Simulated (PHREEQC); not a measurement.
Make-up at 25 °C: 0.14 mol/kgw NaHF2 and 2.3e-05 mol/kgw Cd(NO3)2. Closed to the air; pH follows from the charge balance.

All values are PHREEQC results (ion-association model, phreeqc.dat), not measurements.

The pH comes out as 3.02. The ionic strength is 0.137 mol/kgw and the activity of water is 0.994. The density is 1.004 g/cm³ and the total alkalinity is -140 meq/kg.

```csv
species,molality,activity,log γ
Na+,0.136,0.104,-0.115
HF,0.101,0.104,0.014
F-,0.0989,0.0729,-0.132
HF2-,0.0381,0.0291,-0.117
NaF,0.00423,0.00437,0.014
H+,0.00117,0.000951,-0.090
NO3-,4.60e-5,3.34e-5,-0.138
```

This is a speciation only: nothing precipitates in the calculation.
